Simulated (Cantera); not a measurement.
Charge: 1 mol LiCl, 1.4 mol O₂, 46 mol H₂, equilibrated at 0.160 bar.

Method: chemical equilibrium by Gibbs-energy minimisation in Cantera with the NASA 1993 tables (ideal gas, pure condensed phases). Candidate condensed phases: H₂O, Li, LiCl, LiH, LiOH, Li₂O; 25 gas species. Rates play no part. All values below are at 1600 °C.

Base state: H₂ 0.917, H₂O 0.0585, LiCl 0.0198, H 0.00155, HCl 0.00149, LiOH 0.00102, Li 0.000460 (mole fractions); condensed: gas only.

Question: What changes in the equilibrium state with this change: pressure from 0.160 bar to 0.100 bar?

Answer: 
```
species    before     after
-------  --------  --------
H₂          0.917     0.917
H₂O        0.0585    0.0585
LiCl       0.0198    0.0197
H         0.00155   0.00195
Li       0.000460  0.000559
LiOH      0.00102  0.000981
HCl       0.00149   0.00154
```

Question: What changes in the equilibrium state with this change: pressure from 0.160 bar to 21.0 mbar?

Answer: 
```tsv
species	before	after
H₂	0.917	0.914
H₂O	0.0585	0.0586
LiCl	0.0198	0.0194
H	0.00155	0.00426
Li	0.000460	0.00101
OH	7.65e-6	2.12e-5
LiOH	0.00102	0.000816
```

Question: What changes in the equilibrium state with this change: H₂ from 46 to 210 mol?

Answer: 
```tsv
species	before	after
H₂	0.917	0.980
H₂O	0.0585	0.0131
LiCl	0.0198	0.00426
LiOH	0.00102	0.000153
HCl	0.00149	0.000478
```
